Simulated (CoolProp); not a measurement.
A simple Rankine cycle with R365MFC: condensing at 326.15 K, boiler at 0.813 MPa, turbine inlet 427.2 K, turbine efficiency 0.65, pump efficiency 0.6, no recuperator. Each further row changes one setting.

Model: reference Helmholtz-energy equation of state, Lemmon 2016, in CoolProp.

| case | thermal efficiency (%) | net work (kJ/kg) | heat in (kJ/kg) | turbine exit temperature (K) | volume ratio over the turbine |
|---|---|---|---|---|---|
| as stated | 7.6 | … | 289 | 401.2 | 5.40 |
| turbine inlet 447.2 K | 7.4 | 23.3 | 315 | 421.7 | 5.33 |
| condensing temperature 318.15 K | 8.5 | … | 300 | 397.6 | … |
| boiler pressure 0.569 MPa | 6.1 | … | 292 | 407.8 | 3.68 |
| turbine efficiency 0.55 | 6.4 | 18.4 | 289 | 404.1 | … |

Fill in the missing entries.


- as stated, net work (kJ/kg): 21.9
- condensing temperature 318.15 K, net work (kJ/kg): 25.6
- condensing temperature 318.15 K, volume ratio over the turbine: 7.05
- boiler pressure 0.569 MPa, net work (kJ/kg): 17.8
- turbine efficiency 0.55, volume ratio over the turbine: 5.45
